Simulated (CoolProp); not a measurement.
Vapour-liquid equilibrium of R13 (1) + R113 (2) at 263.2 K; x and y are mole fractions of (1).

Model: multi-fluid Helmholtz-energy mixture model, Platzer 1990 and Marx 1992; pair parameters Bell 2016, in CoolProp. This equation is an older, rougher fit; its heat capacities, sound speeds and derivatives of the liquid may be far off and weren't checked against measurements.

| x | bubble pressure, mixture model (MPa) | bubble pressure, Raoult's law (MPa) | y, mixture model | y, Raoult's law |
|---|---|---|---|---|
| 0.05 | 0.1089 | 0.08450 | 0.916 | 0.898 |
| 0.125 | ___ | 0.1976 | ___ | 0.960 |
| 0.2 | 0.3771 | 0.3108 | ___ | 0.977 |
| 0.275 | ___ | 0.4239 | ___ | 0.984 |
| 0.35 | 0.6073 | 0.5370 | 0.986 | 0.989 |
| 0.425 | 0.7116 | 0.6501 | 0.988 | 0.992 |
| 0.5 | 0.8105 | 0.7633 | ___ | 0.994 |
| 0.575 | 0.9057 | 0.8764 | 0.991 | 0.996 |
| 0.65 | 0.9991 | 0.9895 | 0.993 | 0.997 |
| 0.725 | ___ | 1.103 | 0.994 | 0.998 |
| 0.8 | 1.190 | 1.216 | ___ | 0.999 |
| 0.875 | 1.296 | 1.329 | 0.997 | 0.999 |
| 0.95 | 1.419 | 1.442 | 0.998 | 1.000 |

Problem. Complete the blanks.

Solution. 
- 0.125, bubble pressure, mixture model (MPa): 0.2485
- 0.125, y, mixture model: 0.963
- 0.2, y, mixture model: 0.976
- 0.275, bubble pressure, mixture model (MPa): 0.4963
- 0.275, y, mixture model: 0.982
- 0.5, y, mixture model: 0.990
- 0.725, bubble pressure, mixture model (MPa): 1.093
- 0.8, y, mixture model: 0.995

The largest gap from Raoult's law is +28.9 % in bubble pressure, at x = 0.05. No azeotrope shows between x = 0.05 and 0.95.

The pair parameters rest on a limited set of measurements; away from them the model extrapolates. The gap from Raoult's law changes sign with composition, which may be real or a fault of the pair parameters; it wasn't checked against measurements.
